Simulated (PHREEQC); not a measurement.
Make-up at 70 °C: 0.0015 mol CdBr2, 0.002 mol LiOH, 0.00018 mol NaF and 0.00053 mol Li2SO4 per kg of water. Closed to the air; pH follows from the charge balance.

Equilibrium calculation in PHREEQC: ion-association model, phreeqc.dat.

Precipitation was switched off in this run.

Order these Cd species by the share of Cd that they hold, largest first: CdOH+, CdSO4, Cd(OH)2, CdBr+, Cd+2.

CdOH+ (79 %), Cd+2 (15 %), CdBr+ (3.8 %), CdSO4 (1.4 %), Cd(OH)2 (0.95 %)

The pH is 9.65 and the ionic strength 0.00566 mol/kgw. Away from 25 °C the constants follow the database's enthalpies or fits; those with neither stay at their 25 °C values.
